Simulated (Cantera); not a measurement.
Charge: 1 mol PbO, 5.8 mol H2, equilibrated at 1000 Pa.

Equilibrium computed with Cantera from the NASA thermochemical tables; the gas is ideal and each condensed phase is pure. Candidate condensed phases: H2O, Pb, PbO, PbO2, Pb3O4; 12 gas species. The numbers say what is thermodynamically allowed, not how fast it happens.

log p: log10 of the partial pressure in bar; n: condensed amount in mol.

| T (K) | log p H2 | log p H2O | log p Pb | log p H | log p OH | n Pb(l) |
|---|---|---|---|---|---|---|
| 1248 | -2.14 | -2.82 | -2.89 | -7.40 | -10.07 | 0.133 |
| 1348 | -2.15 | -2.83 | -2.83 | -6.71 | -9.19 | 0 |
| 1448 | -2.15 | -2.83 | -2.83 | -6.11 | -8.42 | 0 |
| 1548 | -2.15 | -2.83 | -2.83 | … | … | 0 |
| 1648 | -2.15 | -2.83 | -2.83 | -5.13 | -7.15 | 0 |
| 1748 | -2.15 | -2.83 | -2.83 | … | … | 0 |
| 1848 | -2.15 | -2.83 | -2.83 | -4.35 | -6.17 | 0 |
| 1948 | -2.16 | -2.84 | -2.83 | -4.03 | -5.75 | 0 |

**Question.** Fill in the missing entries.

**Answer.** 
- 1548, log p H: -5.59
- 1548, log p OH: -7.74
- 1748, log p H: -4.72
- 1748, log p OH: -6.63
